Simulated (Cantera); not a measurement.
A counterflow diffusion flame at 760 Torr, nozzles 20 mm apart: fuel side CH₄ : H₂ = 1 : 1.4 (molar parts) at 573 K, oxidiser side O₂ : N₂ = 0.19 : 0.81 (molar parts) at 500 K, fuel mass flux 0.45 times the oxidiser's; mixture-averaged transport, no radiation.

Computed with Cantera and GRI-Mech 3.0 (53 species, 325 reactions). GRI-Mech 3.0 has no aromatics or soot, which form on the fuel side of real flames. The maximum strain rate includes the flame's own expansion and is several times the mean.

x: mole fraction; the columns are a selection and need not sum to one.

```csv
oxidiser flux (kg/m²/s),max strain (1/s),mean strain (1/s),T max (K),peak x OH,peak x H,peak x NO,peak x CO,peak x C₂H₂
0.61,504,126,2161,0.0115,0.00904,0.000171,0.0301,0.00725
0.83,662,171,2141,0.0115,0.00974,0.000156,0.0298,0.00718
1.1,[?],226,2125,0.0115,0.0104,[?],0.0295,0.00722
1.5,1110,309,2104,0.0114,0.0112,0.000126,0.0291,0.00721
2.1,1460,432,2081,0.0112,0.0120,0.000109,0.0288,0.00718
2.8,[?],576,2061,0.0109,0.0127,[?],0.0286,0.00712
3.8,2360,782,2037,0.0105,0.0133,7.81e-5,0.0284,0.00696
```

Q: What belongs in the gaps?

A: 
- 1.1, max strain (1/s): 848
- 1.1, peak x NO: 0.000142
- 2.8, max strain (1/s): 1850
- 2.8, peak x NO: 9.38e-5
